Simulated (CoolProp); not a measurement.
Properties of benzene along the isobar 26.7 bar.

The numbers come from the reference Helmholtz-energy equation of state, Thol 2012 in CoolProp.

| T (K) | phase | Z | cp (kJ/(kg K)) | cv (kJ/(kg K)) | Joule-Thomson coefficient (K/MPa) | Prandtl number |
|---|---|---|---|---|---|---|
| 532.6 | gas | 0.7152 | 2.336 | 1.870 | 13.62 | 0.823 |
| 543.5 | gas | 0.7430 | 2.280 | 1.887 | 11.99 | 0.807 |
| 554.5 | gas | 0.7665 | 2.250 | 1.905 | 10.71 | 0.796 |
| 565.4 | gas | 0.7864 | 2.234 | 1.924 | 9.681 | 0.789 |
| 576.3 | gas | 0.8037 | 2.227 | 1.944 | 8.831 | 0.784 |
| 587.2 | gas | 0.8189 | 2.226 | 1.964 | 8.113 | 0.780 |
| 598.2 | gas | 0.8325 | 2.230 | 1.985 | 7.491 | 0.778 |
| 609.1 | gas | 0.8446 | 2.236 | 2.006 | 6.956 | 0.776 |
| 620 | gas | 0.8555 | 2.246 | 2.026 | 6.487 | 0.775 |

Viscosity comes from a separate model (Avgeri 2014). Thermal conductivity comes from a separate model (Assael 2012).
